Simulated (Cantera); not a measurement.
Charge: 1 mol Ti(OiPr)4, 0.63 mol H2O, at 0.790 bar.

Equilibrium computed with Cantera from the NASA thermochemical tables; the gas is ideal and each condensed phase is pure. Candidate condensed phases: C, C6H6, C7H8, C8H18, H2O, Ti, TiC, TiO, TiO2, Ti2O3, Ti3O5, Ti4O7; 113 gas species. The feed counts by its element totals alone. TiC: taken at fixed stoichiometry. Condensed phases not in the tables: Magnéli phases beyond Ti4O7. Kinetics and transport are ignored.

log p: log10 of the partial pressure in bar; n: condensed amount in mol.

| T (K) | log p H2 | log p CO | log p CH4 | log p H | log p C2H2 (acetylene) | n C(graphite) | n Ti4O7(s) | n Ti3O5(s) | n TiC(s) |
|---|---|---|---|---|---|---|---|---|---|
| 1273 | -0.18 | -0.89 | -2.39 | -6.24 | -6.61 | 9.06 | 0.250 | 0 | 0 |
| 1348 | -0.18 | -0.88 | -2.60 | -5.73 | -6.10 | 8.99 | 0 | 0.333 | 0 |
| 1423 | -0.18 | -0.88 | -2.79 | -5.27 | -5.65 | 9.01 | 0 | 0.333 | 0 |
| 1498 | -0.22 | -0.72 | -3.03 | -4.88 | -5.28 | 6.35 | 0 | 0 | 1.00 |
| 1573 | -0.22 | -0.72 | ? | ? | ? | 6.36 | 0 | 0 | 1.00 |
| 1648 | -0.22 | -0.72 | -3.32 | -4.16 | -4.57 | 6.36 | 0 | 0 | 1.00 |
| 1723 | -0.22 | -0.72 | -3.44 | -3.85 | -4.27 | 6.36 | 0 | 0 | 1.00 |
| 1798 | -0.22 | -0.72 | -3.56 | -3.56 | -3.99 | 6.36 | 0 | 0 | 1.00 |
| 1873 | -0.22 | -0.72 | ? | ? | ? | 6.36 | 0 | 0 | 1.00 |
| 1948 | -0.22 | -0.72 | -3.76 | -3.06 | -3.49 | 6.35 | 0 | 0 | 1.00 |
| 2023 | -0.22 | -0.72 | -3.84 | -2.83 | -3.27 | 6.34 | 0 | 0 | 1.00 |
| 2098 | -0.22 | -0.72 | -3.93 | -2.62 | -3.07 | 6.33 | 0 | 0 | 1.00 |
| 2173 | -0.23 | -0.72 | -4.01 | -2.43 | -2.88 | 6.30 | 0 | 0 | 1.000 |

Q: What belongs in the gaps?

A: 
- 1873, log p CH4: -3.66
- 1873, log p H: -3.30
- 1873, log p C2H2 (acetylene): -3.73
- 1573, log p CH4: -3.18
- 1573, log p H: -4.50
- 1573, log p C2H2 (acetylene): -4.91
